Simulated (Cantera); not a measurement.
Input: 1 mol Fe3O4, 4.3 mol CO, 2.2 mol N2, equilibrated at 1730 Torr.

Equilibrium computed with Cantera from the NASA thermochemical tables; the gas is ideal and each condensed phase is pure. Candidate condensed phases: C, Fe, Fe(CO)5, FeO, Fe2O3, Fe3O4; 27 gas species. The tables' stoichiometric FeO is somewhat more stable than real wüstite, so its field is too wide. FeO: taken at fixed stoichiometry. Rates play no part.

Q: Which condensed phases are stable at each of these points (T (K)): 1648, 1723, 1798, 1873, 1948, 2023, 2098, 2173, 2248, 2323?

A: 
| T (K) | condensed phases | Fe condensed (%) |
|---|---|---|
| 1648 | FeO(s) | 100.0 |
| 1723 | FeO(l) | 100.0 |
| 1798 | FeO(l) | 100.0 |
| 1873 | FeO(l) | 100.0 |
| 1948 | FeO(l) | 100.0 |
| 2023 | FeO(l) | 100.0 |
| 2098 | FeO(l) | 100.0 |
| 2173 | FeO(l) | 99.9 |
| 2248 | FeO(l) | 99.9 |
| 2323 | FeO(l) | 99.8 |

At 1648 K the condensed part is FeO(s). From 1723 K to 2323 K the condensed part is FeO(l).
